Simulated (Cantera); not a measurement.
A closed system holds: 1 mol Fe3O4, 8.2 mol CO, at 0.380 bar.

Equilibrium computed with Cantera from the NASA thermochemical tables; the gas is ideal and each condensed phase is pure. Candidate condensed phases: C, Fe, Fe(CO)5, FeO, Fe2O3, Fe3O4; 15 gas species. Mutual solubility and eutectic melting of coexisting phases are not modelled. The tables' stoichiometric FeO is somewhat more stable than real wüstite, so its field is too wide. FeO: taken at fixed stoichiometry. Equilibrium is a limit: real reactors are often held back by kinetics, nucleation or transport.

Which condensed phases are stable at each of these points (T (K)): 1048, 1098, 1148, 1198, 1248, 1298, 1348, 1398, 1448, 1498?


```json
[
 {"T (K)": "1048", "condensed phases": "Fe(α) + FeO(s)", "Fe condensed (%)": "100.0"},
 {"T (K)": "1098", "condensed phases": "Fe(α) + FeO(s)", "Fe condensed (%)": "100.0"},
 {"T (K)": "1148", "condensed phases": "Fe(α) + FeO(s)", "Fe condensed (%)": "100.0"},
 {"T (K)": "1198", "condensed phases": "Fe(γ) + FeO(s)", "Fe condensed (%)": "100.0"},
 {"T (K)": "1248", "condensed phases": "Fe(γ) + FeO(s)", "Fe condensed (%)": "100.0"},
 {"T (K)": "1298", "condensed phases": "Fe(γ) + FeO(s)", "Fe condensed (%)": "100.0"},
 {"T (K)": "1348", "condensed phases": "Fe(γ) + FeO(s)", "Fe condensed (%)": "100.0"},
 {"T (K)": "1398", "condensed phases": "Fe(γ) + FeO(s)", "Fe condensed (%)": "100.0"},
 {"T (K)": "1448", "condensed phases": "Fe(γ) + FeO(s)", "Fe condensed (%)": "100.0"},
 {"T (K)": "1498", "condensed phases": "Fe(γ) + FeO(s)", "Fe condensed (%)": "100.0"}
]
```

From 1048 K to 1148 K the condensed part is Fe(α) + FeO(s). From 1198 K to 1498 K the condensed part is Fe(γ) + FeO(s).
